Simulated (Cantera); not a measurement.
A perfectly stirred reactor is fed with 6.25 % H2, 44.6 % O2, 49.1 % N2, equivalence ratio 0.070, at 0.0133 bar; it is held at 1300 K, and followed from long to short residence time.

Detailed kinetics in Cantera: the H2/O2 subset of GRI-Mech 3.0, which has no nitrogen chemistry. Radical loss at walls, strong at low pressure, is not modelled. The temperature is held fixed by assumption; the heat of reaction is taken as removed at once.

x: mole fraction; the columns are a selection and need not sum to one.

```
τ (s)   x H2   x O2   x H2O   x H2O2      x OH
------  ----  -----  ------  -------  --------
12         …  0.428  0.0639  2.86e-8  0.000856
5.1        …  0.427  0.0637  3.71e-8   0.00113
2.2        …  0.426  0.0632  4.65e-8   0.00149
0.96       …  0.425  0.0626  5.62e-8   0.00193
0.42       …  0.423  0.0615  6.52e-8   0.00247
0.18       …  0.419  0.0598  7.23e-8   0.00311
0.078      …  0.415  0.0574  7.64e-8   0.00375
0.034      …  0.411  0.0545  7.86e-8   0.00434
0.015      …  0.408  0.0517  8.14e-8   0.00483
0.0064     …  0.407  0.0488  8.86e-8   0.00534
```

Some entries are withheld; supply them.


- 12, x H2: 7.59e-5
- 5.1, x H2: 0.000132
- 2.2, x H2: 0.000225
- 0.96, x H2: 0.000375
- 0.42, x H2: 0.000612
- 0.18, x H2: 0.000975
- 0.078, x H2: 0.00146
- 0.034, x H2: 0.00206
- 0.015, x H2: 0.00283
- 0.0064, x H2: 0.00413
